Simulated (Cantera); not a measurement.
Standard-state values (1 bar) from the NASA 1993 polynomials, evaluated with Cantera. Values are per mole of reaction as written; species without (g) are pure solids or liquids, kept so even where they would boil at 1 bar.

Q: Between 2548 and 2948 K, where is each reaction favourable under standard conditions?
- 2 NO(g) + 2 Ta + 3 H₂O(g) → 2 NH₃(g) + Ta₂O₅

A: 
- 2 NO(g) + 2 Ta + 3 H₂O(g) → 2 NH₃(g) + Ta₂O₅: ΔG° is -340 kJ at 2548 K and -183 kJ at 2948 K; it stays negative (K > 1). ΔH° is -1322 kJ and ΔS° -386 J/K at 2948 K.
